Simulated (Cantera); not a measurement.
**Si + Cl2 (silicon etching in halogen gases)**

A closed system holds: 1 mol Si, a varied amount of Cl2, held at 625 °C and 81.0 Pa.

Equilibrium computed with Cantera from the NASA thermochemical tables; the gas is ideal and each condensed phase is pure. Candidate condensed phases: Si; 9 gas species. The tables' values for SiCl3 are old estimates; treat these amounts as uncertain. Equilibrium is a limit: real reactors are often held back by kinetics, nucleation or transport.

From 0.77 mol Cl2 to 1.5 mol Cl2 the condensed part is Si(s). From 2.3 mol Cl2 to 5.4 mol Cl2 nothing is condensed. The main Si-bearing gas is SiCl4 throughout.

| n(Cl2) (mol) | x SiCl4 | x Cl2 | x SiCl3 | x SiCl2 | x Cl | n Si(s) |
|---|---|---|---|---|---|---|
| 0.77 | 0.989 | <1e-12 | 0.00807 | 0.00318 | 1.83e-10 | 0.614 |
| 1.5 | 0.989 | <1e-12 | 0.00807 | 0.00318 | 1.83e-10 | 0.247 |
| 2.3 | 0.769 | 0.230 | 9.53e-10 | <1e-12 | 0.00120 | 0 |
| 3.1 | 0.476 | 0.522 | 3.91e-10 | <1e-12 | 0.00181 | 0 |
| 3.9 | 0.344 | 0.653 | 2.53e-10 | <1e-12 | 0.00203 | 0 |
| 4.7 | 0.270 | 0.728 | 1.88e-10 | <1e-12 | 0.00214 | 0 |
| 5.4 | 0.227 | 0.771 | 1.54e-10 | <1e-12 | 0.00220 | 0 |
x: gas mole fraction; n: condensed amount in mol.
